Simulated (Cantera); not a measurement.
Feed: 1 mol SiCl4, 8.3 mol H2, 0.58 mol Cl2, equilibrated at 575 K and 13300 Pa.

These are equilibrium values from Cantera (NASA tables, ideal gas, pure condensed phases), not measurements of a reactor. Candidate condensed phases: Si; 19 gas species. Rates play no part.

Base state: H2 0.781, HCl 0.117, SiCl4 0.101, SiHCl3 1.00e-5 (mole fractions); condensed: gas only.

Problem. What changes in the equilibrium state with this change: SiCl4 replaced by Si?

Solution. 
```csv
species,before,after
H2,0.781,0.962
SiCl4,0.101,0.0232
SiHCl3,1.00e-5,0.0140
HCl,0.117,2.37e-5
SiH2Cl2,<1e-9,0.000390
"Si(s), mol",0,0.678
```

Problem. What changes in the equilibrium state with this change: temperature from 575 K to 1475 K?

Solution. 
| species | before | after |
|---|---|---|
| H2 | 0.781 | 0.664 |
| HCl | 0.117 | 0.241 |
| SiCl2 | <1e-9 | 0.0542 |
| SiCl4 | 0.101 | 0.0185 |
| SiCl3 | <1e-9 | 0.0172 |
| SiH2Cl2 | <1e-9 | 0.000198 |
| H | <1e-9 | 2.90e-5 |
| SiHCl3 | 1.00e-5 | 0.00482 |
The tables' values for SiCl3 are old estimates; treat these amounts as uncertain.
